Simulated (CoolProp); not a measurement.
Computed with CoolProp (reference Helmholtz-energy equation of state, McLinden 2015).

Q: Give the vapour pressure (MPa), vapour density (kg/m³), liquid cp (kJ/(kg K)) of saturated the fluoroketone C6F12O (FK-5-1-12) at 383.4 K.

A: 
```csv
T (K),p (MPa),vapour density (kg/m³),liquid cp (kJ/(kg K))
383.4,0.571,72.6,1.22
```
